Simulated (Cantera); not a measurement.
A perfectly stirred reactor is fed with CH4 : H2 = 0.019 : 1 (molar parts), at 0.109 atm; it is held at 1250 K, and followed from long to short residence time.

Cantera simulation using GRI-Mech 3.0 (53 species, 325 reactions); the numbers are that mechanism's predictions, not measurements. GRI-Mech 3.0 stops at C3 and has no aromatics, soot or wall deposition, so with more carbon than oxygen in the feed, carbon stays in small species such as C2H2 where larger ones or solid carbon would form.

| quantity | before | after |
|---|---|---|
| x(CH4) at τ = 2.70 s | 0.0186 | 0.00417 |
| x(H2) at τ = 2.70 s | 0.981 | 0.988 |
| x(C2H6) at τ = 2.70 s | 8.81e-8 | 8.90e-8 |
| x(H) at τ = 2.70 s | 1.24e-6 | 0.000859 |
| x(C2H) at τ = 2.70 s | <1e-12 | 4.81e-8 |
| x(CH4) at τ = 18.0 ms | 0.0186 | 0.0172 |
| x(H2) at τ = 18.0 ms | 0.981 | 0.981 |
| x(C2H6) at τ = 18.0 ms | 2.56e-11 | 1.16e-6 |
| x(H) at τ = 18.0 ms | 6.54e-8 | 0.000718 |
| x(C2H) at τ = 18.0 ms | <1e-12 | 3.21e-9 |

Task: What was changed between the two runs?
(A) temperature 1250 to 2150 K
(B) temperature 1250 to 2500 K
(C) temperature 1250 to 1775 K
(D) temperature 1250 to 2525 K

Result: C, temperature 1250 to 1775 K
